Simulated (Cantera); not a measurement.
A closed system holds: 1 mol Si(CH₃)₄, 1.3 mol HCl, 350 mol H₂, equilibrated at 0.0250 bar.

These are equilibrium values from Cantera (NASA tables, ideal gas, pure condensed phases), not measurements of a reactor. Candidate condensed phases: C, C₆H₆, C₇H₈, C₈H₁₈, Si, SiC; 109 gas species. The tables' values for SiCl are old estimates; treat these amounts as uncertain. Gases not in the tables: Si₂H₆ and higher silanes. Equilibrium is a limit: real reactors are often held back by kinetics, nucleation or transport. All values below are at 2198 K.

Base state: H₂ 0.958, H 0.0345, HCl 0.00346, C₂H₂ (acetylene) 0.00243, Si 0.00154, SiC₂ 0.000147, SiH 0.000106, Cl 9.07e-5 (mole fractions); condensed: C(graphite) + SiC(s).

Question: What changes in the equilibrium state with this change: pressure from 0.0250 bar to 0.100 bar?

Answer: 
```tsv
species	before	after
H₂	0.958	0.976
H	0.0345	0.0174
HCl	0.00346	0.00355
Si	0.00154	0.000386
CH₄	6.05e-6	2.51e-5
SiC₂	0.000147	3.68e-5
Si₂C	8.99e-5	2.25e-5
SiH	0.000106	5.35e-5
C(graphite), mol	1.82	1.37
SiC(s), mol	0.262	0.798
```
